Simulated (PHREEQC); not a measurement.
Dissolve 4.3 mmol/kgw CaSO4 and 0.63 mmol/kgw MgSO4 at 20 °C. Closed to the air; pH follows from the charge balance.

The numbers come from PHREEQC with the ion-association model, phreeqc.dat.

This is a speciation only: nothing precipitates in the calculation.

Order these S species by the share of S that they hold, largest first: CaSO4, MgSO4, SO4-2.

SO4-2 (79 %), CaSO4 (18 %), MgSO4 (3.0 %)

The ionic strength is 0.0156 mol/kgw.
